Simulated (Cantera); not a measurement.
What does this Cantera script print?

```python
import numpy as np
import cantera as ct

gas_names = """
    F F2 N NF NF2 NF3 N2 Si SiF SiF2 SiF3 SiF4 SiN Si2 Si2N Si3
""".split()
cond_names = """
    Si(cr) Si(L) Si3N4(a)
""".split()


# ... load() reads the species with a 1 bar reference pressure and builds the phases ...
atoms = {
    'Si': {'Si': 1},
    'NF3': {'N': 1, 'F': 3},
}
top_T = {'Si3N4(a)': 2400}  # K; cautious upper limits of use, not melting points


# ... equilibrate(T, P, feed) seeds the gas with the atoms and calls Mixture.equilibrate('TP', solver="vcs", rtol=1e-11, max_steps=5000) ...
results = []
feed = {'Si': 1, 'NF3': 2}  # mol
P = 46000  # Pa
for T in [1125, 1150, 1175, 1200, 1225, 1250, 1275, 1300, 1325, 1350, 1375, 1400, 1425, 1450]:
    mix = equilibrate(T, P, feed)
    results.append((T, P, feed, dict(zip(mix.species_names, mix.species_moles))))

top = {s: max(r[3][s] / sum(r[3][g] for g in gas_names) for r in results) for s in gas_names}
cols = sorted((s for s in top if top[s] > 1e-05), key=lambda s: -top[s])[:7]
seen = [c for c in cond_names if any(r[3].get(c, 0) > 1e-12 for r in results)]
print("log10 of partial pressures in bar; condensed amounts in mol")
print(f"{'T/K':>10s}" + "".join(f"{s[:9]:>10s}" for s in cols + seen))
for T, P, feed, n in results:
    ng = sum(n[g] for g in gas_names)
    print(f"{T:10.4g}" + "".join(f"{np.log10(max(n[s] / ng * P / 1e5, 1e-99)):10.3f}" for s in cols)
          + "".join(f"{n.get(c, 0):10.4g}" for c in seen))
```

It prints:

```
log10 of partial pressures in bar; condensed amounts in mol
       T/K         F      SiF4        N2        F2       NF3
      1125    -1.046    -0.858    -0.859    -1.034    -3.116
      1150    -0.984    -0.866    -0.867    -1.078    -3.315
      1175    -0.929    -0.873    -0.874    -1.128    -3.517
      1200    -0.881    -0.881    -0.881    -1.184    -3.724
      1225    -0.839    -0.889    -0.889    -1.247    -3.935
      1250    -0.803    -0.896    -0.896    -1.317    -4.151
      1275    -0.772    -0.902    -0.903    -1.392    -4.370
      1300    -0.746    -0.908    -0.909    -1.471    -4.593
      1325    -0.725    -0.914    -0.914    -1.555    -4.817
      1350    -0.708    -0.918    -0.918    -1.642    -5.042
      1375    -0.694    -0.922    -0.922    -1.732    -5.267
      1400    -0.683    -0.925    -0.925    -1.822    -5.490
      1425    -0.674    -0.928    -0.928    -1.914    -5.710
      1450    -0.667    -0.930    -0.930    -2.005    -5.927
```

These are equilibrium values from Cantera (NASA tables, ideal gas, pure condensed phases), not measurements of a reactor.
